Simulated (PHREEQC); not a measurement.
A solution holds 0.0064 mol HNO3, 0.0033 mol AlCl3 and 0.017 mol MnSO4 per kg of water, at 85 °C. Closed to the air; pH follows from the charge balance.

Computed with PHREEQC (ion-association model, phreeqc.dat).

The ionic strength comes out as 0.0496 mol/kgw. What activity coefficients do Al(SO4)2-, NO3-, AlSO4+, AlHSO4+2, Mn+2 get?

Al(SO4)2- 0.80, NO3- 0.79, AlSO4+ 0.80, AlHSO4+2 0.41, Mn+2 0.44.

This is a speciation only: nothing precipitates in the calculation. Species that the database lacks are ignored. At this temperature some constants are extrapolated from 25 °C, and those without enthalpy data are left unchanged.
